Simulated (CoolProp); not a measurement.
Octamethylcyclotetrasiloxane (D4) along the isotherm 612.6 K: Z from the reference equation and from simpler models built on Tc = 586.5 K, pc = 1347 kPa, ω = 0.598; each cubic takes its own stable root.

Model: reference Helmholtz-energy equation of state, Thol 2015, in CoolProp.

| p (kPa) | phase | reference | van der Waals | Redlich-Kwong | Peng-Robinson |
|---|---|---|---|---|---|
| 518 | gas | 0.8763 | 0.8871 | 0.8753 | 0.8690 |
| 1040 | gas | 0.7255 | 0.7389 | 0.7202 | 0.7163 |
| 1550 | supercritical | 0.5270 | 0.4601 | 0.4851 | 0.5257 |
| 2070 | supercritical | 0.3273 | 0.3765 | 0.3395 | 0.3619 |
| 2590 | supercritical | 0.3328 | 0.4271 | 0.3677 | 0.3633 |
| 3110 | supercritical | 0.3691 | 0.4844 | 0.4080 | 0.3924 |
| 3630 | supercritical | 0.4107 | 0.5431 | 0.4510 | 0.4277 |
| 4150 | supercritical | 0.4537 | 0.6018 | 0.4945 | 0.4649 |
| 4660 | supercritical | 0.4963 | 0.6591 | 0.5372 | 0.5019 |
| 5180 | supercritical | 0.5398 | 0.7172 | 0.5805 | 0.5399 |
| 5700 | supercritical | 0.5831 | 0.7747 | 0.6234 | 0.5778 |
| 6220 | supercritical | 0.6262 | 0.8319 | 0.6659 | 0.6155 |
| 6740 | supercritical | 0.6690 | 0.8885 | 0.7081 | 0.6530 |
